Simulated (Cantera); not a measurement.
Charge: 1 mol H₂O, 0.39 mol O₂, 3.5 mol H₂, equilibrated at 2300 K and 0.100 bar.

These are equilibrium values from Cantera (NASA tables, ideal gas, pure condensed phases), not measurements of a reactor. Kinetics and transport are ignored.

```csv
species,before,after
H₂,0.586,0.596
H₂O,0.388,0.392
H,0.0234,0.0102
O,6.82e-5,1.04e-5
O₂,1.88e-5,2.90e-6
OH,0.00250,0.000863
```
Gas species are given as mole fractions.

Name the change that produced these shifts.
A. temperature from 2300 K to 2625 K
B. H₂ from 3.5 to 0.32 mol
C. temperature from 2300 K to 2148.15 K
D. temperature from 2300 K to 1898.15 K

C, temperature from 2300 K to 2148.15 K
